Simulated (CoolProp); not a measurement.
Vapour-liquid equilibrium of R143a (1) + dimethyl ether (2) at 203.6 K; x and y are mole fractions of (1).

Computed with CoolProp (multi-fluid Helmholtz-energy mixture model, Lemmon and Jacobsen 2000 and Wu 2011; pair parameters Bell 2016).

Task: Give the bubble pressure and the first vapour's composition at x = 0.5, 0.65, 0.8. Is there an azeotrope?

Result: x = 0.5: 0.02091 MPa, y = 0.776; x = 0.65: 0.02392 MPa, y = 0.857; x = 0.8: 0.02683 MPa, y = 0.923. No azeotrope shows between x = 0.05 and 0.95.

Pair parameters are fitted to limited data, so mixtures are less certain than the pure fluids.
